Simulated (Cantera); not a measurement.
What does this Cantera script print?

```python
import numpy as np
import cantera as ct

gas_names = """
    H H2 H2S Pb PbS Pb2 S SH S2 S8
""".split()
cond_names = """
    Pb(cr) Pb(L) PbS(s) PbS(L) S(cr1) S(cr2) S(L)
""".split()


# ... load() reads the species with a 1 bar reference pressure and builds the phases ...
atoms = {
    'PbS': {'Pb': 1, 'S': 1},
    'H2': {'H': 2},
}
top_T = {}  # K; cautious upper limits of use, not melting points


# ... equilibrate(T, P, feed) seeds the gas with the atoms and calls Mixture.equilibrate('TP', solver="vcs", rtol=1e-11, max_steps=5000) ...
results = []
feed = {'PbS': 1, 'H2': 21}  # mol
T = 723  # K
P = 100000  # Pa
mix = equilibrate(T, P, feed)
results.append((T, P, feed, dict(zip(mix.species_names, mix.species_moles))))
x = sorted(zip(gas.X, gas.species_names), reverse=True)
print(f"T = {T:g} K  P = {P:g} Pa  gas = {mix.phase_moles(0):.4g} mol")
print("   x: " + "  ".join(f"{s} {v:.3e}" for v, s in x if v > 0.0001))
print("   condensed (mol): " + ("  ".join(f"{mix.phase(i).name} {mix.phase_moles(i):.4g}"
      for i in range(1, mix.n_phases) if mix.phase_moles(i) > 1e-12) or "none"))
```

It prints:

```
T = 723 K  P = 100000 Pa  gas = 21 mol
   x: H2 9.995e-01  H2S 5.445e-04
   condensed (mol): Pb(L) 0.01143  PbS(s) 0.9886
```

Equilibrium computed with Cantera from the NASA thermochemical tables; the gas is ideal and each condensed phase is pure.
